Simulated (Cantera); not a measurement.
What does this Cantera script print?

```python
import numpy as np
import cantera as ct

gas = ct.Solution("gri30.yaml")


def delay(T, t_max=10):
    gas.TPX = T, 89000, {'CO': 1, 'H2': 0.063, 'CH4': 0.47, 'O2': 2.54, 'N2': 9.54}
    reactor = ct.IdealGasConstPressureReactor(gas, clone=False)
    net = ct.ReactorNet([reactor])
    net.rtol, net.atol = 1e-8, 1e-16
    while net.time < t_max:
        t_old, T_old = net.time, reactor.T
        net.step()
        if reactor.T > T + 400:  # ignition: a rise of 400 K
            return t_old + (T + 400 - T_old) / (reactor.T - T_old) * (net.time - t_old)
    return np.nan


taus = []
for T in [1323, 1373, 1423, 1473, 1523, 1573]:
    taus.append(delay(T))
    print(f"T0 = {T:6g} K   tau = {taus[-1]:.4e} s")
```

It prints:

```
T0 =   1323 K   tau = 1.8880e-03 s
T0 =   1373 K   tau = 1.2089e-03 s
T0 =   1423 K   tau = 8.0710e-04 s
T0 =   1473 K   tau = 5.5985e-04 s
T0 =   1523 K   tau = 4.0100e-04 s
T0 =   1573 K   tau = 2.9474e-04 s
```

Detailed kinetics in Cantera: GRI-Mech 3.0 (53 species, 325 reactions).
